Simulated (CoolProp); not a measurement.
A Linde-Hampson liquefier for normal hydrogen: isothermal reversible compression at 200 K from 1 atm to 30 MPa, throttling to 1 atm, return gas leaving the recuperator 5 K below the feed. Each further row changes one setting.

Computed with CoolProp (reference Helmholtz-energy equation of state, Leachman 2009).

```csv
case,compression work (kJ/kg of gas)
as stated,4890
high pressure 60 MPa,5680
warm-end temperature 230 K,5600
warm-end gap 10 K,4890
```
